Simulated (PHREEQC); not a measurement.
**Acid rinse or clean: an equilibrium model**

Consider water at 20 °C with 0.0015 mol/kgw HCl, 0.0019 mol/kgw FeCl3 and 0.00011 mol/kgw MnSO4. Closed to the air; pH follows from the charge balance.

All values are PHREEQC results (ion-association model, phreeqc.dat), not measurements.

Each row changes one thing in this solution. Precipitation was switched off in this run.

```
case                                    pH  ionic strength (mol/kgw)  FeOH+2 (mol/kgw)  Fe+3 (mol/kgw)  FeCl+2 (mol/kgw)  Fe(OH)2+ (mol/kgw)  SI of Goethite (FeOOH)  SI of Hematite (Fe2O3)
------------------------------------  ----  ------------------------  ----------------  --------------  ----------------  ------------------  ----------------------  ----------------------
as made                               2.62                    0.0107          0.000877        0.000673           7.29e-5             7.26e-5                   +5.14                  +12.26
FeCl3 from 0.0019 to 0.019 mol/kgw    2.16                    0.0959           0.00264         0.00792           0.00402             5.09e-5                   +4.47                  +10.93
temperature from 20 to 35 °C          2.56                    0.0101           0.00111        0.000404           6.98e-5            0.000142                   +5.28                  +12.61
0.00019 mol/kgw KF added              2.63                    0.0105          0.000806        0.000594           6.46e-5             6.95e-5                   +5.13                  +12.25
FeCl3 from 0.0019 to 0.00171 mol/kgw  2.63                   0.00976          0.000809        0.000593           6.02e-5                 [?]                   +5.14                  +12.26
FeCl3 from 0.0019 to 0.00095 mol/kgw   [?]                   0.00607          0.000497        0.000289           2.10e-5             5.38e-5                   +5.10                  +12.19
diluted 5-fold with water             3.17                   0.00190               [?]         4.28e-5           1.22e-6             8.38e-5                   +5.77                  +13.53
```

Fill in the missing entries.


- FeCl3 from 0.0019 to 0.00171 mol/kgw, Fe(OH)2+ (mol/kgw): 7.02e-5
- FeCl3 from 0.0019 to 0.00095 mol/kgw, pH: 2.70
- diluted 5-fold with water, FeOH+2 (mol/kgw): 0.000242

Some of these states are supersaturated (in Hematite (slow to form), Goethite (slow to form), Jarosite-K, for instance). Fluoro complexes past AlF4- and FeF3 are missing from the database.
